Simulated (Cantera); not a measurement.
What does this Cantera script print?

```python
import numpy as np
import cantera as ct

gas_names = [...]  # 109 gases of nasa_gas.yaml made of C, Cl, H, Si
cond_names = """
    C(gr) C6H6(L) C7H8(L) C8H18(L),n-octa Si(cr) Si(L) SiC(b)
""".split()


# ... load() reads the species with a 1 bar reference pressure and builds the phases ...
atoms = {
    '(CH3)2SiCl2': {'C': 2, 'H': 6, 'Si': 1, 'CL': 2},
    'HCl': {'H': 1, 'CL': 1},
    'H2': {'H': 2},
    'C2H4': {'C': 2, 'H': 4},
}
top_T = {'C(gr)': 4500, 'SiC(b)': 3050}  # K; cautious upper limits of use, not melting points


# ... equilibrate(T, P, feed) seeds the gas with the atoms and calls Mixture.equilibrate('TP', solver="vcs", rtol=1e-11, max_steps=5000) ...
results = []
feed = {'(CH3)2SiCl2': 1, 'HCl': 1.8, 'H2': 330, 'C2H4': 0.098}  # mol
P = 1200  # Pa
for T in [1925, 1950, 1975, 2000, 2025, 2050, 2075, 2100, 2125, 2150, 2175, 2200, 2225, 2250]:
    mix = equilibrate(T, P, feed)
    results.append((T, P, feed, dict(zip(mix.species_names, mix.species_moles))))

top = {s: max(r[3][s] / sum(r[3][g] for g in gas_names) for r in results) for s in gas_names}
cols = sorted((s for s in top if top[s] > 1e-06), key=lambda s: -top[s])[:8]
seen = [c for c in cond_names if any(r[3].get(c, 0) > 1e-12 for r in results)]
print("log10 of partial pressures in bar; condensed amounts in mol")
print(f"{'T/K':>10s}" + "".join(f"{s[:9]:>10s}" for s in cols + seen))
for T, P, feed, n in results:
    ng = sum(n[g] for g in gas_names)
    print(f"{T:10.4g}" + "".join(f"{np.log10(max(n[s] / ng * P / 1e5, 1e-99)):10.3f}" for s in cols)
          + "".join(f"{n.get(c, 0):10.4g}" for c in seen))
```

It prints:

```
log10 of partial pressures in bar; condensed amounts in mol
       T/K        H2         H       HCL C2H2,acet        Si        CL      SiC2      Si2C     C(gr)    SiC(b)
      1925    -1.930    -3.984    -3.873    -5.269    -6.146    -6.052    -7.687    -7.851     0.919    0.9701
      1950    -1.931    -3.906    -3.874    -5.193    -5.967    -5.975    -7.454    -7.623    0.8726    0.9572
      1975    -1.932    -3.830    -3.876    -5.119    -5.792    -5.900    -7.226    -7.401    0.8221    0.9384
      2000    -1.933    -3.755    -3.877    -5.047    -5.622    -5.828    -7.005    -7.184    0.7685    0.9112
      2025    -1.934    -3.683    -3.879    -4.977    -5.456    -5.757    -6.789    -6.973    0.7134    0.8721
      2050    -1.935    -3.612    -3.881    -4.909    -5.295    -5.688    -6.579    -6.767    0.6595    0.8162
      2075    -1.937    -3.543    -3.883    -4.843    -5.137    -5.621    -6.374    -6.567    0.6106    0.7369
      2100    -1.939    -3.476    -3.886    -4.779    -4.983    -5.556    -6.174    -6.371    0.5721    0.6249
      2125    -1.942    -3.411    -3.888    -4.717    -4.833    -5.492    -5.978    -6.180    0.5516    0.4676
      2150    -1.944    -3.347    -3.892    -4.657    -4.686    -5.430    -5.788    -5.994    0.5598    0.2482
      2175    -1.947    -3.285    -3.896    -4.599    -4.565    -5.370    -5.624    -5.856    0.5655         0
      2200    -1.950    -3.225    -3.899    -4.542    -4.559    -5.311    -5.577    -5.947    0.3467         0
      2225    -1.954    -3.166    -3.902    -4.487    -4.556    -5.253    -5.533    -6.041    0.1021         0
      2250    -1.958    -3.108    -3.907    -4.466    -4.551    -5.197    -5.521    -6.146         0         0
```

These are equilibrium values from Cantera (NASA tables, ideal gas, pure condensed phases), not measurements of a reactor. The feed counts by its element totals alone. The tables' values for SiCl are old estimates; treat these amounts as uncertain. Gases not in the tables: Si2H6 and higher silanes.
